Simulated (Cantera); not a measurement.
A Cantera script and its output.

```python
import numpy as np
import cantera as ct

gas = ct.Solution("gri30.yaml")
gas.TPX = 1725, 500000, {'CH4': 1, 'O2': 6.06, 'N2': 45.5, 'CO2': 2.4}
reactor = ct.IdealGasConstPressureReactor(gas, energy="on", clone=False)
net = ct.ReactorNet([reactor])
net.rtol, net.atol = 1e-08, 1e-16
show = ['CH4', 'O2', 'CO2', 'NO', 'HCN', 'O']
times = np.geomspace(4e-06, 1, 13)

steps = ct.SolutionArray(gas, extra=["t"])
rows = []
print(f"{'t/s':>10s}{'T/K':>9s}{'P/Pa':>11s}" + "".join(f"{s:>11s}" for s in show))
for t in times:
    while net.time < t:
        t_next = net.step()
        steps.append(gas.state, t=t_next)
    rows.append([np.interp(t, steps.t, y) for y in (steps.T, steps.P, *steps(*show).X.T)])
    print(f"{t:10.3e}{rows[-1][0]:9.1f}{rows[-1][1]:11.4g}" + "".join(f"{x:11.3e}" for x in rows[-1][2:]))
rate = np.gradient(steps.T, steps.t)
print("integrator steps:", len(steps.t))
if steps.T.max() > steps.T[0] + 200:
    print(f"time of steepest temperature rise: {steps.t[rate.argmax()]:.4e} s")
gas.TPX = 1725, 500000, {'CH4': 1, 'O2': 6.06, 'N2': 45.5, 'CO2': 2.4}
gas.equilibrate("HP")
print(f"equilibrium (HP): T = {gas.T:.1f} K  " + "  ".join(f"{s} {gas[s].X[0]:.3e}" for s in show))
```

Result:

```
       t/s      T/K       P/Pa        CH4         O2        CO2         NO        HCN          O
 4.000e-06   1724.9      5e+05  1.818e-02  1.103e-01  4.367e-02  1.296e-12  1.314e-14  2.688e-07
 1.127e-05   1724.9      5e+05  1.812e-02  1.102e-01  4.367e-02  6.800e-12  1.507e-13  6.178e-07
 3.175e-05   1725.8      5e+05  1.760e-02  1.099e-01  4.366e-02  7.020e-11  4.828e-12  3.427e-06
 8.944e-05   2010.2      5e+05  2.318e-16  7.536e-02  5.357e-02  7.044e-06  1.085e-11  2.902e-03
 2.520e-04   2094.5      5e+05 -2.603e-17  7.373e-02  6.080e-02  2.254e-05  1.313e-13  4.077e-04
 7.099e-04   2103.5      5e+05  1.706e-19  7.365e-02  6.151e-02  3.160e-05  2.441e-14  1.793e-04
 2.000e-03   2103.7      5e+05  2.456e-20  7.364e-02  6.152e-02  5.057e-05  2.189e-14  1.741e-04
 5.635e-03   2103.5      5e+05  2.384e-22  7.361e-02  6.152e-02  1.036e-04  2.175e-14  1.739e-04
 1.587e-02   2103.2      5e+05  1.686e-22  7.354e-02  6.153e-02  2.513e-04  2.151e-14  1.734e-04
 4.472e-02   2102.3      5e+05  1.648e-22  7.334e-02  6.153e-02  6.532e-04  2.087e-14  1.721e-04
 1.260e-01   2100.0      5e+05  1.575e-22  7.283e-02  6.153e-02  1.667e-03  1.944e-14  1.687e-04
 3.550e-01   2095.5      5e+05  1.442e-22  7.184e-02  6.154e-02  3.649e-03  1.718e-14  1.624e-04
 1.000e+00   2091.3      5e+05  1.330e-22  7.093e-02  6.155e-02  5.481e-03  1.552e-14  1.567e-04
integrator steps: 1532
time of steepest temperature rise: 6.6539e-05 s
equilibrium (HP): T = 2090.6 K  CH4 2.087e-22  O2 7.077e-02  CO2 6.155e-02  NO 5.794e-03  HCN 1.526e-14  O 1.557e-04
```

Detailed kinetics in Cantera: GRI-Mech 3.0 (53 species, 325 reactions).
